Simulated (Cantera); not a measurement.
What does this Cantera script print?

```python
import numpy as np
import cantera as ct

gas_names = """
    N NO NO2 NO3 N2 N2O O O2 O3 Si SiN SiO SiO2 Si2 Si2N Si3
""".split()
cond_names = """
    Si(cr) Si(L) SiO2(Lqz) SiO2(hqz) SiO2(L) Si2N2O(s) Si3N4(a)
""".split()


# ... load() reads the species with a 1 bar reference pressure and builds the phases ...
atoms = {
    'Si3N4': {'Si': 3, 'N': 4},
    'O2': {'O': 2},
    'N2': {'N': 2},
}
top_T = {'Si2N2O(s)': 2100, 'Si3N4(a)': 2400}  # K; cautious upper limits of use, not melting points


# ... equilibrate(T, P, feed) seeds the gas with the atoms and calls Mixture.equilibrate('TP', solver="vcs", rtol=1e-11, max_steps=5000) ...
results = []
T = 1450  # K
P = 17  # Pa
for m in [0.0068, 0.011, 0.018, 0.029, 0.047, 0.077, 0.12, 0.2, 0.33, 0.54, 0.87, 1.4]:
    feed = {'Si3N4': 1, 'O2': m, 'N2': 12}  # mol
    mix = equilibrate(T, P, feed)
    results.append((T, P, feed, dict(zip(mix.species_names, mix.species_moles))))
    x = sorted(zip(gas.X, gas.species_names), reverse=True)
    print(f"T = {T:g} K  P = {P:g} Pa  n(O2) = {m:g} mol  gas = {mix.phase_moles(0):.4g} mol")
    print("   x: " + "  ".join(f"{s} {v:.3e}" for v, s in x if v > 1e-06))
    print("   condensed (mol): " + ("  ".join(f"{mix.phase(i).name} {mix.phase_moles(i):.4g}"
          for i in range(1, mix.n_phases) if mix.phase_moles(i) > 1e-12) or "none"))
```

Output:

```
T = 1450 K  P = 17 Pa  n(O2) = 0.0068 mol  gas = 12.02 mol
   x: N2 9.993e-01  SiO 6.732e-04  Si 3.919e-06
   condensed (mol): Si2N2O(s) 0.005511  Si3N4(a) 0.9936
T = 1450 K  P = 17 Pa  n(O2) = 0.011 mol  gas = 12.02 mol
   x: N2 9.993e-01  SiO 6.732e-04  Si 3.919e-06
   condensed (mol): Si2N2O(s) 0.01391  Si3N4(a) 0.988
T = 1450 K  P = 17 Pa  n(O2) = 0.018 mol  gas = 12.02 mol
   x: N2 9.993e-01  SiO 6.732e-04  Si 3.919e-06
   condensed (mol): Si2N2O(s) 0.02791  Si3N4(a) 0.9787
T = 1450 K  P = 17 Pa  n(O2) = 0.029 mol  gas = 12.03 mol
   x: N2 9.993e-01  SiO 6.732e-04  Si 3.919e-06
   condensed (mol): Si2N2O(s) 0.0499  Si3N4(a) 0.964
T = 1450 K  P = 17 Pa  n(O2) = 0.047 mol  gas = 12.04 mol
   x: N2 9.993e-01  SiO 6.732e-04  Si 3.919e-06
   condensed (mol): Si2N2O(s) 0.08589  Si3N4(a) 0.94
T = 1450 K  P = 17 Pa  n(O2) = 0.077 mol  gas = 12.06 mol
   x: N2 9.993e-01  SiO 6.732e-04  Si 3.919e-06
   condensed (mol): Si2N2O(s) 0.1459  Si3N4(a) 0.9
T = 1450 K  P = 17 Pa  n(O2) = 0.12 mol  gas = 12.09 mol
   x: N2 9.993e-01  SiO 6.732e-04  Si 3.919e-06
   condensed (mol): Si2N2O(s) 0.2319  Si3N4(a) 0.8427
T = 1450 K  P = 17 Pa  n(O2) = 0.2 mol  gas = 12.14 mol
   x: N2 9.993e-01  SiO 6.732e-04  Si 3.919e-06
   condensed (mol): Si2N2O(s) 0.3918  Si3N4(a) 0.736
T = 1450 K  P = 17 Pa  n(O2) = 0.33 mol  gas = 12.23 mol
   x: N2 9.993e-01  SiO 6.732e-04  Si 3.919e-06
   condensed (mol): Si2N2O(s) 0.6518  Si3N4(a) 0.5627
T = 1450 K  P = 17 Pa  n(O2) = 0.54 mol  gas = 12.37 mol
   x: N2 9.993e-01  SiO 6.732e-04  Si 3.919e-06
   condensed (mol): Si2N2O(s) 1.072  Si3N4(a) 0.2828
T = 1450 K  P = 17 Pa  n(O2) = 0.87 mol  gas = 13.22 mol
   x: N2 9.637e-01  SiO 3.631e-02
   condensed (mol): Si2N2O(s) 1.26
T = 1450 K  P = 17 Pa  n(O2) = 1.4 mol  gas = 14.06 mol
   x: N2 9.398e-01  SiO 6.022e-02
   condensed (mol): SiO2(hqz) 0.5844  Si2N2O(s) 0.7844
```

Cantera equilibrium calculation (NASA polynomials, part measured and part estimated; ideal gas, pure solids and liquids). Mutual solubility and eutectic melting of coexisting phases are not modelled. The tables hold silica as quartz up to 1696 K and as liquid above; real silica turns to tridymite and cristobalite and melts near 1996 K.
